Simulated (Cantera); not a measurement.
A closed system holds: 1 mol Si(CH3)4, 0.28 mol C2H4, 8.2 mol H2, 0.44 mol C2H2, equilibrated at 0.00130 bar.

These are equilibrium values from Cantera (NASA tables, ideal gas, pure condensed phases), not measurements of a reactor. Candidate condensed phases: C, C6H6, C7H8, C8H18, Si, SiC; 87 gas species. Equilibrium is a limit: real reactors are often held back by kinetics, nucleation or transport.

Over these rows the condensed part is C(graphite) + SiC(s). Partial pressures as log10 of bar:

| T (K) | 1000/T (1/K) | log p C2H2 (acetylene) | log p H2 |
|---|---|---|---|
| 1273 | 0.7855 | -9.32 | -2.89 |
| 1373 | 0.7283 | -8.65 | -2.89 |
| 1473 | 0.6789 | -8.07 | -2.89 |
| 1573 | 0.6357 | ? | -2.89 |
| 1673 | 0.5977 | -7.13 | -2.89 |
| 1773 | 0.5640 | -6.74 | -2.89 |

Question: Fit log p(C2H2 (acetylene)) = a + b·(1000/T) to the five rows, give the apparent enthalpy, and predict the row at 1573 K.

Answer: Means: 1000/T = 0.6709, log p = -7.982. Sxy = -0.387518, Sxx = 0.0332778, so b = -11.64 and a = -7.982 − (-11.64)×0.6709 = -0.17.
Apparent enthalpy: −19.145 × (-11.64) = 223 kJ/mol. With the condensed phases at unit activity, 2 C(graphite) + H2(g) = C2H2 (acetylene)(g) links this pressure to the main gases: over the six rows their terms move log p by +0.00 in all, so the slope is close to that reaction's ΔH°. The five rows lie within 0.01 of the line.
Prediction at 1573 K: -0.17 + (-11.64)×0.6357 = -7.57. The computed value is -7.57, 0.00 from the line.
